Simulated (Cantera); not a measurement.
A Cantera script and its output.

```python
import numpy as np
import cantera as ct

gas = ct.Solution("gri30.yaml")


def delay(T, t_max=10):
    gas.TPX = T, 1000000, {'H2': 1, 'O2': 0.263, 'N2': 0.989, 'NO': 0.023}
    reactor = ct.IdealGasReactor(gas, clone=False)
    net = ct.ReactorNet([reactor])
    net.rtol, net.atol = 1e-8, 1e-16
    while net.time < t_max:
        t_old, T_old = net.time, reactor.T
        net.step()
        if reactor.T > T + 400:  # ignition: a rise of 400 K
            return t_old + (T + 400 - T_old) / (reactor.T - T_old) * (net.time - t_old)
    return np.nan


taus = []
for T in [1025, 1125, 1225, 1325, 1425, 1525, 1625, 1725]:
    taus.append(delay(T))
    print(f"T0 = {T:6g} K   tau = {taus[-1]:.4e} s")
```

Result:

```
T0 =   1025 K   tau = 4.0530e-05 s
T0 =   1125 K   tau = 1.5349e-05 s
T0 =   1225 K   tau = 6.5950e-06 s
T0 =   1325 K   tau = 3.3402e-06 s
T0 =   1425 K   tau = 1.9852e-06 s
T0 =   1525 K   tau = 1.3305e-06 s
T0 =   1625 K   tau = 9.6872e-07 s
T0 =   1725 K   tau = 7.4834e-07 s
```

Computed with Cantera and GRI-Mech 3.0 (53 species, 325 reactions). The hydrogen kinetics of GRI-Mech 3.0 are dated; newer H2 mechanisms differ, most at raised pressure. The mechanism lacks 2 NO + O2 → 2 NO2 and HONO, so NO2 and the effect of NO are under-described below about 1400 K.
